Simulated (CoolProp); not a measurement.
Vapour pressure (bar) of ethanol: the reference equation beside estimates from Tc = 241.6 °C, pc = 62.68 bar, ω = 0.644. Clausius-Clapeyron is anchored at 114.65 °C with a constant enthalpy of vaporisation of 35.95 kJ/mol.

Model: reference Helmholtz-energy equation of state, Schroeder 2014, in CoolProp.

```csv
T (°C),reference,Lee-Kesler,Clausius-Clapeyron
114.65,3.624,3.634,3.624
122.75,4.641,4.641,4.552
130.75,5.858,5.840,5.651
138.85,7.334,7.286,6.975
146.85,9.064,[?],8.518
154.85,11.09,10.95,10.33
162.95,13.49,13.28,12.46
170.95,16.23,15.93,14.89
179.05,[?],19.03,17.73
187.05,22.99,22.53,20.93
195.15,27.09,26.56,[?]
```

Task: Fill in the missing entries.

Result: 
- 146.85, Lee-Kesler: 8.974
- 179.05, reference: 19.41
- 195.15, Clausius-Clapeyron: 24.63

Absolute difference from the reference over all 11 rows, mean and median: Lee-Kesler 1.2 and 1.3 %, Clausius-Clapeyron 6.0 and 6.9 %.
